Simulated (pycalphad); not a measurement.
All values are pycalphad results on the COST 507 light-alloy database (1999) (1 atm), not direct measurements. The database dates from 1999; later assessments differ in places, in temperatures and in the compounds included.

Question: How does the equilibrium phase assembly of Al-2.432Fe-0.4933Si (wt.%) change on cooling from 1850 K to 530 K?

Answer: 
```csv
T (K),phases above,phases below
954.5,LIQUID,AL13FE4 + LIQUID
924.3,AL13FE4 + LIQUID,AL13FE4 + FCC_A1 + LIQUID
904.9,AL13FE4 + FCC_A1 + LIQUID,AL13FE4 + ALFESI_ALPHA + FCC_A1
679.2,AL13FE4 + ALFESI_ALPHA + FCC_A1,ALFESI_ALPHA + FCC_A1
```
Changes were sought between steps of 40 K, so a narrower field can be missed.

Database names, with the compositions (at.%) that they take in these runs: AL13FE4: Al 76 Fe 24; ALFESI_ALPHA: Al 73 Fe 19 Si 7. FCC_A1 is fcc.
